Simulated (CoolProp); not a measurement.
Vapour-liquid equilibrium of ethanol (1) + n-hexane (2) at 0.468 MPa; x and y are mole fractions of (1).

Computed with CoolProp (multi-fluid Helmholtz-energy mixture model, Schroeder 2014 and Thol 2019; pair parameters Bell 2016).

| x | bubble temperature, mixture model (°C) | bubble temperature, Raoult's law (°C) | y, mixture model | y, Raoult's law |
|---|---|---|---|---|
| 0.05 | 119.6 | 126.7 | 0.174 | 0.056 |
| 0.15 | 112.7 | 126.2 | 0.335 | 0.165 |
| 0.25 | 110.4 | 125.7 | 0.402 | 0.271 |
| 0.35 | 109.6 | 125.3 | 0.436 | 0.374 |
| 0.45 | 109.4 | 124.9 | 0.459 | 0.475 |
| 0.55 | 109.6 | 124.5 | 0.482 | 0.574 |
| 0.65 | 110.1 | 124.1 | 0.517 | 0.672 |
| 0.75 | 111.6 | 123.8 | 0.578 | 0.767 |
| 0.85 | 114.7 | 123.5 | 0.687 | 0.861 |
| 0.95 | 119.8 | 123.2 | 0.871 | 0.954 |

The largest gap from Raoult's law is -15.7 K in bubble temperature, at x = 0.35. y crosses x between x = 0.45 and 0.55: the model has an azeotrope there.

The pair parameters rest on a limited set of measurements; away from them the model extrapolates.
